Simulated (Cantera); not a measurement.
A closed system holds: 1 mol Ta₂O₅, 1.6 mol CH₄, 0.78 mol CO, at 100 Torr.

Equilibrium computed with Cantera from the NASA thermochemical tables; the gas is ideal and each condensed phase is pure. Candidate condensed phases: C, C₆H₆, C₇H₈, C₈H₁₈, H₂O, Ta, TaC, Ta₂O₅; 113 gas species. Mutual solubility and eutectic melting of coexisting phases are not modelled. TaC: taken at fixed stoichiometry. Condensed phases not in the tables: Ta₂C. Equilibrium is a limit: real reactors are often held back by kinetics, nucleation or transport.

x: gas mole fraction; n: condensed amount in mol.

```
T (°C)   x H₂   x CO      x H    x H₂O     x CO₂   x TaO₂    x TaO  n TaC(s)  n Ta₂O₅(s)  n Ta₂O₅(l)
------  -----  -----  -------  -------  --------  -------  -------  --------  ----------  ----------
1652    0.621  0.374  0.00206  0.00230  0.000323  1.20e-6  8.13e-8     0.461       0.770           0
1677    0.621  0.374  0.00247  0.00235  0.000322  2.01e-6  1.49e-7     0.461       0.769           0
1702    0.620  0.374  0.00295  0.00240  0.000322  3.31e-6  2.69e-7     0.461       0.769           0
1727    0.620  0.374  0.00351  0.00244  0.000322  5.37e-6  4.77e-7     0.461       0.769           0
1752    0.619  0.374        ?  0.00249  0.000321        ?        ?     0.461       0.769           0
1777    0.619  0.374        ?  0.00253  0.000321        ?        ?     0.461       0.769           0
1802    0.618  0.373  0.00573  0.00256  0.000318  2.09e-5  2.42e-6     0.461           0       0.769
1827    0.617  0.373  0.00670  0.00257  0.000314  3.13e-5  3.97e-6     0.461           0       0.769
```

Problem. Fill in the missing entries.

Solution. 
- 1777, x H: 0.00489
- 1777, x TaO₂: 1.37e-5
- 1777, x TaO: 1.44e-6
- 1752, x H: 0.00415
- 1752, x TaO₂: 8.63e-6
- 1752, x TaO: 8.36e-7
